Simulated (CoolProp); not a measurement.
Aqueous potassium carbonate as a coolant, at 23 °C, 1 atm.

The numbers come from the Melinder's fits for secondary coolants in CoolProp.

```
mass %  freezing point (°C)  cp (kJ/(kg K))  viscosity (mPa s)  Prandtl number  density (kg/m³)
------  -------------------  --------------  -----------------  --------------  ---------------
2.1                    -0.6           4.055              0.974            6.56             1017
6.7                    -2.3           3.834               1.09            6.98             1059
11.3                   -4.2           3.649               1.23            7.59             1102
15.9                   -6.4           3.471               1.41            8.34             1147
20.5                   -9.1           3.294               1.64            9.26             1194
25.1                  -12.9           3.124               1.94            10.5             1243
29.7                  -18.2           2.973               2.36            12.2             1294
34.3                  -25.4           2.847               2.95            14.8             1346
```
